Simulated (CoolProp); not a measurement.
Vapour-liquid equilibrium of ethanol (1) + acetone (2) at 470.5 K; x and y are mole fractions of (1).

Values from CoolProp's multi-fluid Helmholtz-energy mixture model, Schroeder 2014 and Lemmon 2006; pair parameters Bell 2016.

| x | bubble pressure, mixture model (MPa) | bubble pressure, Raoult's law (MPa) | y, mixture model | y, Raoult's law |
|---|---|---|---|---|
| 0.05 | 2.707 | 2.653 | 0.061 | 0.053 |
| 0.15 | 2.816 | 2.671 | 0.175 | 0.159 |
| 0.25 | 2.900 | 2.690 | 0.278 | 0.263 |
| 0.35 | 2.960 | 2.709 | 0.373 | 0.366 |
| 0.45 | 2.998 | 2.727 | 0.465 | 0.467 |
| 0.55 | 3.015 | 2.746 | 0.554 | 0.567 |
| 0.65 | 3.011 | 2.765 | 0.643 | 0.665 |
| 0.75 | 2.987 | 2.783 | 0.735 | 0.763 |
| 0.85 | 2.942 | 2.802 | 0.833 | 0.859 |
| 0.95 | 2.873 | 2.821 | 0.941 | 0.953 |

The largest gap from Raoult's law is +9.9 % in bubble pressure, at x = 0.45. y crosses x between x = 0.55 and 0.65: the model has an azeotrope there.

The pair parameters rest on a limited set of measurements; away from them the model extrapolates.
